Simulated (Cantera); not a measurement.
**Equilibrium for silicon epitaxy and polysilicon growth: Si3H8 + N2**

Input: 1 mol Si3H8, 290 mol N2, at 1175 K and 75.0 Torr.

These are equilibrium values from Cantera (NASA tables, ideal gas, pure condensed phases), not measurements of a reactor. Candidate condensed phases: Si, Si3N4; 18 gas species. The feed counts by its element totals alone. N2 is the only nitrogen source here; it is nearly inert below about 1500 K, so the nitride shown seldom forms there in practice. Kinetics and transport are ignored.

```json
{
  "x(N2)": "0.986",
  "x(H2)": "0.0137",
  "n(Si3N4(s))": "1.00 mol",
  "gas_amount": "292.0 mol",
  "log10 activity of Si(s) (absent)": "-4.59"
}
```
